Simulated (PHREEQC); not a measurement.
HNO3 is added in steps, without added water, to 1 kg of water holding 0.093 mol CuSO4, 0.0023 mol H3AsO4, 0.0083 mol NaH2PO4 and 0.00025 mol Na2SO4, at 25 °C. O2 is buffered at 0.21 atm. No CO2 enters from the air. Precipitation was switched off in this run.

Base run: PHREEQC, ion-association model, wateq4f.dat. Each further column changes one thing. The table gives H3AsO4 (mol/kgw).

| HNO3 added (mol) | base | metal-ligand complexes left out | all activity coefficients set to 1 | Davies equation for every ion | Debye-Hückel limiting law |
|---|---|---|---|---|---|
| 0 | 0.000164 | 0.000126 | [?] | 0.000159 | 0.000130 |
| 0.006 | 0.000521 | 0.000410 | [?] | 0.000506 | 0.000417 |
| 0.01 | 0.000712 | 0.000571 | [?] | 0.000693 | 0.000574 |
| 0.016 | 0.000947 | [?] | 0.00120 | 0.000923 | 0.000772 |
| 0.022 | 0.00113 | 0.000953 | 0.00141 | 0.00111 | 0.000932 |
| 0.026 | 0.00123 | 0.00105 | 0.00152 | 0.00121 | 0.00102 |
| 0.032 | 0.00136 | 0.00119 | [?] | 0.00134 | 0.00114 |

Task: Complete the blanks.

Result: 
- 0, all activity coefficients set to 1: 0.000222
- 0.006, all activity coefficients set to 1: 0.000688
- 0.01, all activity coefficients set to 1: 0.000926
- 0.016, metal-ligand complexes left out: 0.000779
- 0.032, all activity coefficients set to 1: 0.00165

H3PO4, which wateq4f.dat lacks, is added to it with the constant of phreeqc.dat. The database has no phosphate complexes of Cu. The database has no arsenate complexes of Cu. In at least one series the solution becomes supersaturated in solids that the run did not let form, among them Cu3(PO4)2:3H2O, Cu3(AsO4)2:6w.
